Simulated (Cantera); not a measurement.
Cantera run:

```python
import numpy as np
import cantera as ct

gas_names = """
    B BF BF2 BF3 BH BHF2 BH2 BH3 BN B2 F F2 H HF H2 H2F2 H3F3 H4F4 H5F5 H6F6 H7F7 N NF NF2 NF3 NH NH2
    NH3 N2 N2H2 N2H4
""".split()
cond_names = """
    B(b) B(L) BN(s)
""".split()


# ... load() reads the species with a 1 bar reference pressure and builds the phases ...
atoms = {
    'BF3': {'B': 1, 'F': 3},
    'NH3': {'N': 1, 'H': 3},
}
top_T = {'BN(s)': 3200}  # K; cautious upper limits of use, not melting points


# ... equilibrate(T, P, feed) seeds the gas with the atoms and calls Mixture.equilibrate('TP', solver="vcs", rtol=1e-11, max_steps=5000) ...
results = []
feed = {'BF3': 1, 'NH3': 0.17}  # mol
T = 1000  # K
P = 2700  # Pa
mix = equilibrate(T, P, feed)
results.append((T, P, feed, dict(zip(mix.species_names, mix.species_moles))))
print(gas.report(threshold=1e-05))
for i in range(1, mix.n_phases):
    print(f"{mix.phase(i).name:16s} {mix.phase_moles(i):12.5e} mol")
```

It prints:

```
       temperature   1000 K
          pressure   2700 Pa
           density   0.017105 kg/m^3
  mean mol. weight   52.675 kg/kmol
   phase of matter   gas

                          1 kg             1 kmol
                     ---------------   ---------------
          enthalpy       -1.5304e+07       -8.0614e+08  J
   internal energy       -1.5462e+07       -8.1446e+08  J
           entropy            6266.6        3.3009e+05  J/K
    Gibbs function       -2.1571e+07       -1.1362e+09  J
 heat capacity c_p            1219.1             64218  J/K
 heat capacity c_v            1061.3             55903  J/K

                      mass frac. Y      mole frac. X     chem. pot. / RT
                     ---------------   ---------------   ---------------
               BF3           0.95604            0.7427           -174.81
              BHF2        6.8113e-05        7.2024e-05           -133.98
                HF         0.0040086          0.010554           -63.631
                H2         0.0070798           0.18498           -22.805
                N2          0.032806          0.061686           -31.259
     [  +26 minor]        2.8053e-07        5.1082e-07

B(b)              0.00000e+00 mol
BN(s)             4.68199e-03 mol
```

Method: chemical equilibrium by Gibbs-energy minimisation in Cantera with the NASA 1993 tables (ideal gas, pure condensed phases).
